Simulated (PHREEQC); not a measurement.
1 kg of water holding 0.0047 mol NaOH, 0.04 mol Na2SO4 and 0.15 mol NaCl is evaporated at 25 °C; the solids stay in contact with the brine. CO2 from the air is kept out. Only these solids could form: Halite, Mirabilite, Thenardite.

The series has 26 steps of water left (kg), from 1 to 0.007426.

Computed with PHREEQC (Pitzer model, pitzer.dat).

Which solids form, in which order, and at which step of the series does each first stand?

Thenardite from water left = 0.03564 kg (pH 12.83); Halite from water left = 0.02407 kg (pH 12.98).
